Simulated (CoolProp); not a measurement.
Vapour-liquid equilibrium of R113 (1) + n-heptane (2) at 0.876 bar; x and y are mole fractions of (1).

Computed with CoolProp (multi-fluid Helmholtz-energy mixture model, Marx 1992 and Span 2003; pair parameters Bell 2016).

**Question.** Give the bubble temperature and the first vapour's composition at x = 0.05, 0.35, 0.85. Is there an azeotrope?

**Answer.** x = 0.05: 87.2 °C, y = 0.210; x = 0.35: 63.3 °C, y = 0.748; x = 0.85: 46.7 °C, y = 0.961. No azeotrope shows between x = 0.05 and 0.95.

Pair parameters are fitted to limited data, so mixtures are less certain than the pure fluids.
